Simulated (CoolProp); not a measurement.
Saturation properties of o-xylene (Tc = 357.1 °C, pc = 3.737 MPa, ω = 0.312).

The numbers come from the reference Helmholtz-energy equation of state, Zhou 2012 in CoolProp.

```
T (°C)   p (MPa)  liquid density (kg/m³)  vapour Z
------  --------  ----------------------  --------
46.65   0.002894                   857.6    0.9962
67.35   0.007539                   839.8    0.9922
87.95    0.01719                   821.7    0.9859
108.65         ?                   803.1    0.9766
129.25         ?                   783.9    0.9639
149.95    0.1172                   764.0    0.9475
170.55         ?                   743.3    0.9269
191.25    0.3036                   721.4    0.9017
211.85    0.4557                   698.2         ?
232.55    0.6609                   673.2    0.8351
253.15    0.9276                       ?    0.7921
273.85         ?                   615.1    0.7406
294.45     1.699                   579.4    0.6782
315.15     2.235                   534.6    0.5993
335.75         ?                       ?    0.4932
```

Problem. What belongs in the gaps?

Solution. 
- 108.65, p (MPa): 0.03543
- 129.25, p (MPa): 0.06671
- 170.55, p (MPa): 0.1933
- 211.85, vapour Z: 0.8714
- 253.15, liquid density (kg/m³): 645.9
- 273.85, p (MPa): 1.270
- 335.75, p (MPa): 2.896
- 335.75, liquid density (kg/m³): 470.9

It boils at 144.4 °C under 1 atm.
